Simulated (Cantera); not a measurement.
A Cantera script and what it prints.

```python
import numpy as np
import cantera as ct

gas_names = """
    AL ALCL ALCL2 ALCL3 ALN ALO ALOCL ALO2 AL2 AL2CL6 AL2O AL2O2 CL CLO CL2 N NO NO2 NO3 N2 N2O O O2 O3
""".split()
cond_names = """
    AL(cr) AL(L) ALCL3(s) ALCL3(L) ALN(s) AL2O3(a) AL2O3(L)
""".split()


# ... load() reads the species with a 1 bar reference pressure and builds the phases ...
atoms = {
    'AlCl3': {'AL': 1, 'CL': 3},
    'O2': {'O': 2},
    'N2': {'N': 2},
}
top_T = {'ALN(s)': 2750}  # K; cautious upper limits of use, not melting points


# ... equilibrate(T, P, feed) seeds the gas with the atoms and calls Mixture.equilibrate('TP', solver="vcs", rtol=1e-11, max_steps=5000) ...
results = []
feed = {'AlCl3': 1, 'O2': 9.7, 'N2': 16}  # mol
P = 7900  # Pa
for T in [1223, 1248, 1273, 1298, 1323, 1348, 1373, 1398, 1423, 1448, 1473, 1498, 1523]:
    mix = equilibrate(T, P, feed)
    results.append((T, P, feed, dict(zip(mix.species_names, mix.species_moles))))

top = {s: max(r[3][s] / sum(r[3][g] for g in gas_names) for r in results) for s in gas_names}
cols = sorted((s for s in top if top[s] > 1e-05), key=lambda s: -top[s])[:7]
seen = [c for c in cond_names if any(r[3].get(c, 0) > 1e-12 for r in results)]
print("log10 of partial pressures in bar; condensed amounts in mol")
print(f"{'T/K':>10s}" + "".join(f"{s[:9]:>10s}" for s in cols + seen))
for T, P, feed, n in results:
    ng = sum(n[g] for g in gas_names)
    print(f"{T:10.4g}" + "".join(f"{np.log10(max(n[s] / ng * P / 1e5, 1e-99)):10.3f}" for s in cols)
          + "".join(f"{n.get(c, 0):10.4g}" for c in seen))
```

It prints:

```
log10 of partial pressures in bar; condensed amounts in mol
       T/K        N2        O2       CL2        CL        NO       CLO     ALCL3  AL2O3(a)
      1223    -1.322    -1.574    -2.369    -3.408    -4.691    -5.619    -7.690       0.5
      1248    -1.322    -1.575    -2.375    -3.304    -4.613    -5.535    -7.488       0.5
      1273    -1.323    -1.575    -2.382    -3.204    -4.539    -5.455    -7.296       0.5
      1298    -1.323    -1.575    -2.391    -3.110    -4.467    -5.379    -7.115       0.5
      1323    -1.323    -1.576    -2.401    -3.019    -4.398    -5.307    -6.943       0.5
      1348    -1.324    -1.577    -2.413    -2.934    -4.331    -5.238    -6.782       0.5
      1373    -1.325    -1.577    -2.428    -2.852    -4.267    -5.174    -6.631       0.5
      1398    -1.326    -1.578    -2.445    -2.775    -4.206    -5.114    -6.490    0.4999
      1423    -1.326    -1.579    -2.465    -2.703    -4.147    -5.057    -6.359    0.4999
      1448    -1.327    -1.580    -2.488    -2.635    -4.090    -5.005    -6.239    0.4999
      1473    -1.329    -1.581    -2.515    -2.571    -4.035    -4.956    -6.129    0.4999
      1498    -1.330    -1.582    -2.546    -2.512    -3.982    -4.911    -6.031    0.4998
      1523    -1.331    -1.584    -2.580    -2.457    -3.931    -4.871    -5.943    0.4998
```

Method: chemical equilibrium by Gibbs-energy minimisation in Cantera with the NASA 1993 tables (ideal gas, pure condensed phases).
